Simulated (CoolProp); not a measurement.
The numbers come from the reference Helmholtz-energy equation of state, McLinden 2015 in CoolProp.

Question: For the fluoroketone C6F12O (FK-5-1-12), give the phase and the cp (kJ/(kg K)), speed of sound (m/s), isothermal compressibility (1/MPa), expansivity (1/kK) at 197.6 K and 0.47 bar; 177 K and 63 bar; 225.6 K and 37.6 bar.

Answer: 
- 197.6 K and 0.47 bar: liquid; cp 1.12, speed of sound 835, isothermal compressibility 0.000954, expansivity 1.43
- 177 K and 63 bar: liquid; cp 1.15, speed of sound 923, isothermal compressibility 0.000752, expansivity 1.37
- 225.6 K and 37.6 bar: liquid; cp 1.10, speed of sound 757, isothermal compressibility 0.00120, expansivity 1.44
